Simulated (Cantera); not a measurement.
Charge: 1 mol SiCl4, 0.18 mol HCl, 86 mol H2, 0.0072 mol C3H8, held at 3.40 mbar.

Cantera equilibrium calculation (NASA polynomials, part measured and part estimated; ideal gas, pure solids and liquids). Candidate condensed phases: C, C6H6, C7H8, C8H18, Si, SiC; 109 gas species. Mutual solubility and eutectic melting of coexisting phases are not modelled. Gases not in the tables: Si2H6 and higher silanes. Rates play no part.

Question: Which condensed phases are stable at each of these points (T (K)): 1323, 1373, 1423, 1473, 1523, 1573, 1623, 1673, 1723, 1773, 1823, 1873, 1923, 1973?

Answer: 
```csv
T (K),condensed phases,Si condensed (%)
1323,Si(s) + SiC(s),61.5
1373,Si(s) + SiC(s),60.4
1423,Si(s) + SiC(s),59.2
1473,Si(s) + SiC(s),58.1
1523,Si(s) + SiC(s),57.0
1573,Si(s) + SiC(s),55.9
1623,Si(s) + SiC(s),54.6
1673,Si(s) + SiC(s),52.8
1723,Si(l) + SiC(s),52.1
1773,Si(l) + SiC(s),50.4
1823,Si(l) + SiC(s),45.2
1873,Si(l) + SiC(s),33.3
1923,Si(l) + SiC(s),9.7
1973,SiC(s),0.6
```

From 1323 K to 1673 K the condensed part is Si(s) + SiC(s). From 1723 K to 1923 K the condensed part is Si(l) + SiC(s). At 1973 K the condensed part is SiC(s).
